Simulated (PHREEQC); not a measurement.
Dissolve 0.25 mol HCl, 0.029 mol Al2(SO4)3 and 0.0018 mol MgSO4 per kg of water at 25 °C. Closed to the air; pH follows from the charge balance.

Equilibrium calculation in PHREEQC: ion-association model, phreeqc.dat.

Each row changes one thing in this solution. No solid was allowed to form.

| case | pH | ionic strength (mol/kgw) | HSO4- (mol/kgw) | Al+3 (mol/kgw) | AlSO4+ (mol/kgw) | SO4-2 (mol/kgw) | SI of Gibbsite (Al(OH)3) |
|---|---|---|---|---|---|---|---|
| as made | 0.81 | 0.414 | 0.0463 | 0.0277 | 0.0275 | 0.0100 | -8.28 |
| HCl from 0.25 to 0.225 mol/kgw | 0.86 | 0.384 | 0.0442 | 0.0263 | 0.0287 | 0.0105 | -8.14 |
| diluted 5-fold with water | 1.45 | 0.0849 | 0.00692 | 0.00510 | 0.00615 | 0.00399 | -6.79 |
| HCl replaced by NaCl at the same molality | 3.81 | 0.390 | 0.000131 | 0.0129 | 0.0373 | 0.0280 | +0.40 |
| temperature from 25 to 90 °C | 0.87 | 0.447 | 0.0656 | 0.0390 | 0.0170 | 0.00356 | -5.10 |

Some of these states are supersaturated (in Gibbsite (slow to form), for instance). Away from 25 °C the constants follow the database's enthalpies or fits; those with neither stay at their 25 °C values.
